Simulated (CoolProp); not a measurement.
Values from CoolProp's reference Helmholtz-energy equation of state, Penoncello 2003.

**Question.** For CHF3 (R23), give the phase and the density (kg/m³), cv (kJ/(kg K)), isothermal compressibility (1/MPa), viscosity (µPa s) at 201.85 °C and 6070 kPa.

**Answer.** 
- 201.85 °C and 6070 kPa: supercritical; density 116, cv 0.867, isothermal compressibility 0.176, viscosity 23.9

Viscosity comes from a separate model (Shan 2000).
